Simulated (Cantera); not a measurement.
What does this Cantera script print?

```python
import numpy as np
import cantera as ct

gas = ct.Solution("gri30.yaml")
gas.TPX = 1123, 101325, {'N2O': 1, 'O2': 0.96}
reactor = ct.IdealGasConstPressureReactor(gas, energy="off", clone=False)
net = ct.ReactorNet([reactor])
net.rtol, net.atol = 1e-08, 1e-18
show = ['N2O', 'O2', 'NO', 'N2', 'NO2', 'O']
times = np.geomspace(1e-05, 50, 15)

steps = ct.SolutionArray(gas, extra=["t"])
rows = []
print(f"{'t/s':>10s}{'T/K':>9s}{'P/Pa':>11s}" + "".join(f"{s:>11s}" for s in show))
for t in times:
    while net.time < t:
        t_next = net.step()
        steps.append(gas.state, t=t_next)
    rows.append([np.interp(t, steps.t, y) for y in (steps.T, steps.P, *steps(*show).X.T)])
    print(f"{t:10.3e}{rows[-1][0]:9.1f}{rows[-1][1]:11.4g}" + "".join(f"{x:11.3e}" for x in rows[-1][2:]))
rate = np.gradient(steps.T, steps.t)
print("integrator steps:", len(steps.t))
if steps.T.max() > steps.T[0] + 200:
    print(f"time of steepest temperature rise: {steps.t[rate.argmax()]:.4e} s")
gas.TPX = 1123, 101325, {'N2O': 1, 'O2': 0.96}
gas.equilibrate("TP")
print(f"equilibrium (TP): T = {gas.T:.1f} K  " + "  ".join(f"{s} {gas[s].X[0]:.3e}" for s in show))
```

It prints:

```
       t/s      T/K       P/Pa        N2O         O2         NO         N2        NO2          O
 1.000e-05   1123.0  1.013e+05  5.102e-01  4.898e-01  1.280e-08  3.918e-07  5.357e-15  2.297e-07
 3.010e-05   1123.0  1.013e+05  5.102e-01  4.898e-01  8.123e-08  1.439e-06  2.105e-13  4.102e-07
 9.057e-05   1123.0  1.013e+05  5.102e-01  4.898e-01  3.599e-07  5.034e-06  4.106e-12  4.741e-07
 2.726e-04   1123.0  1.013e+05  5.102e-01  4.898e-01  1.228e-06  1.603e-05  4.768e-11  4.753e-07
 8.203e-04   1123.0  1.013e+05  5.101e-01  4.898e-01  3.839e-06  4.912e-05  4.653e-10  4.753e-07
 2.469e-03   1123.0  1.013e+05  5.100e-01  4.898e-01  1.169e-05  1.487e-04  4.292e-09  4.752e-07
 7.430e-03   1123.0  1.013e+05  5.096e-01  4.899e-01  3.529e-05  4.481e-04  3.756e-08  4.751e-07
 2.236e-02   1123.0  1.013e+05  5.084e-01  4.901e-01  1.060e-04  1.347e-03  3.068e-07  4.747e-07
 6.730e-02   1123.0  1.013e+05  5.049e-01  4.907e-01  3.162e-04  4.036e-03  2.063e-06  4.732e-07
 2.025e-01   1123.0  1.013e+05  4.946e-01  4.925e-01  9.312e-04  1.197e-02  9.818e-06  4.678e-07
 6.095e-01   1123.0  1.013e+05  4.653e-01  4.976e-01  2.651e-03  3.444e-02  3.314e-05  4.515e-07
 1.834e+00   1123.0  1.013e+05  3.910e-01  5.105e-01  6.859e-03  9.152e-02  9.048e-05  4.074e-07
 5.520e+00   1123.0  1.013e+05  2.474e-01  5.360e-01  1.417e-02  2.022e-01  1.915e-04  3.070e-07
 1.661e+01   1123.0  1.013e+05  8.521e-02  5.659e-01  2.015e-02  3.285e-01  2.830e-04  1.458e-07
 5.000e+01   1123.0  1.013e+05  8.045e-03  5.811e-01  2.098e-02  3.895e-01  3.986e-04  1.986e-08
integrator steps: 815
equilibrium (TP): T = 1123.0 K  N2O 6.759e-09  O2 5.934e-01  NO 1.266e-04  N2 4.064e-01  NO2 5.364e-06  O 3.388e-09
```

Computed with Cantera and GRI-Mech 3.0 (53 species, 325 reactions). GRI-Mech 3.0 was tuned for natural gas; its chemistry of N2O as a main component is partial and can be far from experiment. The mechanism lacks the step 2 NO + O2 → 2 NO2, which can matter for NO2 below about 1400 K. The temperature is held fixed by assumption; the heat of reaction is taken as removed at once.
